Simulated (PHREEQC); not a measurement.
A column of 1 m (30 cells, dispersivity 0.05 m, 300 s a shift, diffusion coefficient 3e-10 m²/s) holds 0.002 eq of the database's cation exchanger X per kg of pore water, first in equilibrium with 0.045 mol KBr, 0.032 mol ZnSO4, 0.0065 mol CaCl2 and 1e-05 mol HCl per kg of water. It is flushed with 0.0018 mol KBr and 1e-05 mol HCl per kg of water, at 25 °C. Values are for the last cell. The system is closed to CO2. No solid was allowed to form.

Model: ion-association model, phreeqc.dat, run in PHREEQC.

```tsv
pore volumes	S in solution (mol/kgw)	Cl in solution (mol/kgw)	Zn in solution (mol/kgw)	Ca in solution (mol/kgw)	K in solution (mol/kgw)	KX on the exchanger (mol/kgw)	CaX2 on the exchanger (mol/kgw)
0	0.0320	0.0130	0.0320	0.00650	0.0450	0.000822	0.000109
0.1833	0.0320	0.0130	0.0320	0.00650	0.0450	0.000822	0.000109
0.5167	0.0313	0.0127	0.0313	0.00635	0.0441	0.000816	0.000110
0.6833	0.0275	0.0112	0.0274	0.00556	0.0391	0.000783	0.000112
1.017	0.0133	0.00543	0.0131	0.00267	0.0204	0.000617	0.000126
1.183	0.00779	0.00318	0.00757	0.00154	0.0129	0.000519	0.000133
1.517	0.00216	0.000886	0.00207	0.000426	0.00491	0.000379	0.000143
1.683	0.00106	0.000440	0.00105	0.000217	[?]	0.000347	0.000145
1.85	[?]	[?]	0.000552	0.000115	0.00236	0.000341	0.000145
2.183	0.000108	5.39e-5	0.000214	4.52e-5	0.00169	0.000379	0.000142
2.35	4.88e-5	2.98e-5	0.000161	3.39e-5	0.00159	0.000408	0.000139
2.683	9.71e-6	1.39e-5	0.000112	2.36e-5	0.00157	0.000470	0.000134
2.85	4.29e-6	1.17e-5	9.88e-5	2.09e-5	0.00158	0.000499	0.000131
3.183	8.23e-7	1.03e-5	8.09e-5	1.71e-5	0.00161	0.000552	0.000126
3.35	3.59e-7	1.01e-5	7.43e-5	1.57e-5	0.00162	0.000576	0.000124
3.517	1.56e-7	1.01e-5	6.87e-5	1.45e-5	0.00163	0.000599	0.000122
3.85	2.92e-8	1.00e-5	5.98e-5	1.26e-5	0.00166	0.000640	0.000118
4.017	1.26e-8	1.00e-5	5.61e-5	1.18e-5	0.00166	0.000660	0.000117
4.35	2.35e-9	1.00e-5	5.00e-5	1.05e-5	0.00168	0.000695	0.000114
4.517	1.01e-9	1.00e-5	4.75e-5	1.00e-5	0.00169	0.000712	0.000112
4.85	1.88e-10	1.00e-5	4.31e-5	9.08e-6	0.00170	0.000743	0.000109
5.017	8.08e-11	1.00e-5	4.12e-5	8.67e-6	0.00170	0.000758	0.000108
```

Task: Some entries are withheld; supply them.

Result: 
- 1.683, K in solution (mol/kgw): 0.00325
- 1.85, S in solution (mol/kgw): 0.000505
- 1.85, Cl in solution (mol/kgw): 0.000215
